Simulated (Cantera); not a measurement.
# Hydrocarbon pyrolysis for carbon deposition

A perfectly stirred reactor is fed with CH4 : H2 = 1 : 11 (molar parts), at 0.0470 bar; it is held at 1575 K, and followed from long to short residence time.

Model: GRI-Mech 3.0 (53 species, 325 reactions), integrated in Cantera. GRI-Mech 3.0 stops at C3 and has no aromatics, soot or wall deposition, so with more carbon than oxygen in the feed, carbon stays in small species such as C2H2 where larger ones or solid carbon would form. Radical loss at walls, strong at low pressure, is not modelled.

| τ (s) | x CH4 | x H2 | x CH3 | x C2H2 | x C2H4 | x C2H6 | x CH2 |
|---|---|---|---|---|---|---|---|
| 0.39 | 0.0738 | 0.922 | 0.000226 | 0.00408 | 0.000187 | 8.85e-6 | 2.87e-8 |
| 0.17 | 0.0788 | 0.919 | 0.000232 | 0.00177 | 0.000178 | 9.50e-6 | 2.83e-8 |
| 0.071 | 0.0815 | 0.917 | 0.000222 | 0.000593 | 0.000147 | 8.97e-6 | 2.52e-8 |
| 0.030 | 0.0826 | 0.917 | 0.000190 | 0.000133 | 8.87e-5 | 6.95e-6 | 1.84e-8 |
| 0.013 | 0.0831 | 0.917 | 0.000132 | 1.43e-5 | 2.92e-5 | 3.68e-6 | 9.02e-9 |
| 0.0054 | 0.0833 | 0.917 | 6.75e-5 | 4.71e-7 | 3.69e-6 | 9.86e-7 | 2.39e-9 |
| 0.0023 | 0.0833 | 0.917 | 3.01e-5 | 1.10e-8 | 3.07e-7 | 1.63e-7 | 4.80e-10 |
| 0.00098 | 0.0833 | 0.917 | 1.30e-5 | 2.76e-10 | 2.35e-8 | 1.96e-8 | 8.89e-11 |
x: mole fraction; the columns are a selection and need not sum to one.
